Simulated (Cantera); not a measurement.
## Thermodynamics of silicon oxide and oxynitride deposition, feed HMDSO + CO2 + N2

Input: 1 mol HMDSO, 2.2 mol CO2, 15 mol N2, held at 12.0 mbar.

Equilibrium computed with Cantera from the NASA thermochemical tables; the gas is ideal and each condensed phase is pure. Candidate condensed phases: C, C6H6, C7H8, C8H18, H2O, Si, SiC, SiO2, Si2N2O, Si3N4; 151 gas species. The feed counts by its element totals alone. N2 is the only nitrogen source here; it is nearly inert below about 1500 K, so the nitride shown seldom forms there in practice. Equilibrium is a limit: real reactors are often held back by kinetics, nucleation or transport.

| T (K) | x N2 | x H2 | x CO | x H | x HCN | n C(graphite) | n Si2N2O(s) | n SiC(s) |
|---|---|---|---|---|---|---|---|---|
| 1425 | 0.511 | 0.328 | 0.161 | 3.57e-5 | 0.000248 | 3.79 | 1.000 | 0 |
| 1475 | 0.511 | 0.328 | 0.161 | 6.78e-5 | 0.000362 | 3.79 | 0.999 | 0 |
| 1525 | 0.511 | 0.328 | 0.160 | 0.000124 | 0.000515 | 3.79 | 0.996 | 0 |
| 1575 | 0.510 | 0.306 | 0.183 | 0.000210 | 0.000690 | 0.807 | 0 | 1.99 |
| 1625 | 0.510 | 0.305 | 0.183 | 0.000356 | 0.000940 | 0.805 | 0 | 1.98 |
| 1675 | 0.509 | 0.305 | 0.183 | 0.000585 | 0.00126 | 0.802 | 0 | 1.98 |
| 1725 | 0.509 | 0.305 | 0.183 | 0.000936 | 0.00165 | 0.796 | 0 | 1.98 |
| 1775 | 0.509 | 0.304 | 0.183 | 0.00146 | 0.00213 | 0.788 | 0 | 1.97 |
| 1825 | 0.508 | 0.303 | 0.182 | 0.00221 | 0.00272 | 0.777 | 0 | 1.97 |
| 1875 | 0.508 | 0.302 | 0.182 | 0.00329 | 0.00341 | 0.763 | 0 | 1.96 |
| 1925 | 0.507 | 0.301 | 0.182 | 0.00478 | 0.00423 | 0.746 | 0 | 1.96 |
| 1975 | 0.506 | 0.299 | 0.181 | 0.00683 | 0.00519 | 0.725 | 0 | 1.95 |
| 2025 | 0.504 | 0.296 | 0.181 | 0.00956 | 0.00628 | 0.702 | 0 | 1.94 |
x: gas mole fraction; n: condensed amount in mol.

From 1425 K to 1525 K the condensed part is C(graphite) + Si2N2O(s). From 1575 K to 2025 K the condensed part is C(graphite) + SiC(s). The main Si-bearing gas is SiO throughout. The share of Si in condensed phases is highest at 1425 K (100.0 %) and lowest at 2025 K (96.9 %).
